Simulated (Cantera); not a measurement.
Standard-state values (1 bar) from the NASA 1993 polynomials, evaluated with Cantera. Values are per mole of reaction as written; species without (g) are pure solids or liquids, kept so even where they would boil at 1 bar.

Question: Between 473 and 1873 K, where is each reaction favourable under standard conditions?
- 3 CO2(g) + 2 N2O(g) → 3 C + 4 NO2(g)

Answer: 
- 3 CO2(g) + 2 N2O(g) → 3 C + 4 NO2(g): ΔG° is 1204 kJ at 473 K and 1357 kJ at 1873 K; it stays positive (K < 1). ΔH° is 1155 kJ and ΔS° -108 J/K at 1873 K.
